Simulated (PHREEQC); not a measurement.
Make-up at 25 °C: 0.28 mol/kgw CdCl2 and 0.016 mol/kgw MgCl2. Closed to the air; pH follows from the charge balance.

Equilibrium calculation in PHREEQC: ion-association model, phreeqc.dat.

The ionic strength comes out as 0.292 mol/kgw. What activity coefficients do CdCl+, Mg+2, CdCl3-, Cd+2, H+ get?

CdCl+ 0.73, Mg+2 0.32, CdCl3- 0.73, Cd+2 0.29, H+ 0.78.

This is a speciation only: nothing precipitates in the calculation.
